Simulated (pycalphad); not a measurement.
All values are pycalphad results on the COST 507 light-alloy database (1999) (1 atm), not direct measurements. The database dates from 1999; later assessments differ in places, in temperatures and in the compounds included. Phase fractions are per mole of atoms. Diffusion is slow at the low end, where real alloys seldom reach equilibrium.

Problem. Give the equilibrium state of Ti-0.8077B (wt.%) at 1277 °C.

Solution. 
```
T = 1550.00 K, P = 101325 Pa, N = 1 mol of atoms
G = -90094 J/mol, H = 35855 J/mol, S = 81.26 J/(mol K)  (SER reference)
chemical potentials (J/mol): Ti -86348, B -193995
phase             fraction      x(Ti)       x(B)
BCC_A2              0.9339     0.9981     0.0019
BM                  0.0661     0.5000     0.5000
```

Problem. Give the equilibrium state of Ti-0.8077B (wt.%) at 277 °C.

Solution. HCP_A3, fraction 0.931, with <0.01 B wt.%; BM, fraction 0.069, with 18.4 B wt.%.

Database names, with the compositions (at.%) that they take in these runs: BM: Ti 50 B 50. BCC_A2 is bcc; HCP_A3 is hcp.
